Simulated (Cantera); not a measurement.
A closed system holds: 1 mol SiO₂, 1.9 mol HCl, held at 1625 K and 0.00133 bar.

Method: chemical equilibrium by Gibbs-energy minimisation in Cantera with the NASA 1993 tables (ideal gas, pure condensed phases). Candidate condensed phases: H₂O, Si, SiO₂; 30 gas species. The tables hold silica as quartz up to 1696 K and as liquid above; real silica turns to tridymite and cristobalite and melts near 1996 K. Rates play no part.

Base state: HCl 0.974, Cl 0.0168, H₂ 0.00780, H₂O 0.000551, SiO 0.000508, H 0.000171, Cl₂ 2.32e-5, SiCl₂ 1.10e-5 (mole fractions); condensed: SiO₂(β-quartz).

What changes in the equilibrium state with this change: SiO₂ replaced by CaO?


```tsv
species	before	after
HCl	0.974	0.445
CaCl₂	0	0.270
H₂O	0.000551	0.270
Cl	0.0168	0.00944
SiO	0.000508	0
O₂	<1e-9	0.000162
SiCl₂	1.10e-5	0
OH	5.08e-7	0.000306
Cl₂	2.32e-5	7.35e-6
SiO₂(β-quartz), mol	0.999	0
CaO(s), mol	0	0.484
```
Condensed phases not in the tables: oxide chlorides. Further candidate phases: Ca, CaCl₂, CaO, Ca(OH)₂.
